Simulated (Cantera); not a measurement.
Charge: 1 mol CuO, 4.6 mol C, 2.6 mol CO, held at 1.00 bar.

These are equilibrium values from Cantera (NASA tables, ideal gas, pure condensed phases), not measurements of a reactor. Candidate condensed phases: C, Cu, CuO, Cu2O; 15 gas species. Rates play no part.

Task: At 2225 °C, list the 3 most abundant gas species with their mole fractions, and the condensed phases.

Result: CO 0.827, Cu 0.170, Cu2 0.00262. Condensed: C(graphite) + Cu(l).
